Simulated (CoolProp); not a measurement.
c-C4F8 (RC318) along the isotherm -8.25 °C: fugacity coefficient from the reference equation and from simpler models built on Tc = 115.2 °C, pc = 2.778 MPa, ω = 0.355; each cubic takes its own stable root.

The numbers come from the reference Helmholtz-energy equation of state, Platzer 1990 in CoolProp. This equation is an older, rougher fit; its heat capacities, sound speeds and derivatives of the liquid may be far off and weren't checked against measurements.

```json
[
 {"p (MPa)": "2.78", "phase": "liquid", "reference": "0.03700"},
 {"p (MPa)": "5.56", "phase": "liquid", "reference": "0.02158"},
 {"p (MPa)": "8.33", "phase": "liquid", "reference": "0.01677"},
 {"p (MPa)": "11.1", "phase": "liquid", "reference": "0.01465"},
 {"p (MPa)": "13.9", "phase": "liquid", "reference": "0.01362"},
 {"p (MPa)": "16.7", "phase": "liquid", "reference": "0.01319"},
 {"p (MPa)": "19.4", "phase": "liquid", "reference": "0.01313"},
 {"p (MPa)": "22.2", "phase": "liquid", "reference": "0.01333"},
 {"p (MPa)": "25", "phase": "liquid", "reference": "0.01375"},
 {"p (MPa)": "27.8", "phase": "liquid", "reference": "0.01434"}
]
```

How far does each simpler model (van der Waals, Redlich-Kwong, Soave-Redlich-Kwong, Peng-Robinson) lie from the reference over these 10 states: mean and median of the absolute difference, and the worst?


- van der Waals: mean 646.9 %, median 635.9 %, worst +920.9 % at -8.25 °C and 27.8 MPa
- Redlich-Kwong: mean 118.5 %, median 119.1 %, worst +128.5 % at -8.25 °C and 27.8 MPa
- Soave-Redlich-Kwong: mean 4.0 %, median 4.1 %, worst +6.6 % at -8.25 °C and 27.8 MPa
- Peng-Robinson: mean 5.5 %, median 5.5 %, worst -10.2 % at -8.25 °C and 27.8 MPa
